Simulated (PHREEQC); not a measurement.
## Reverse-osmosis permeate: an equilibrium model

Model water analysis in mg/kgw, 25 °C, pH 6.05, pe -0.6: Na 4.1; K 1.77; Ca 6.23; Mg 0.0915; Cl 3.05; S(6) as SO4 10.7; Alkalinity as HCO3 14; Br 1.03.

Valence states are taken as typed.

Computed with PHREEQC (ion-association model, phreeqc.dat).

Precipitation was switched off in this run.

What charge-balance error does the model give?

charge-balance error -0.8 %.

In which forms is S present?

SO4-2 98 %, CaSO4 2.1 % of the S.
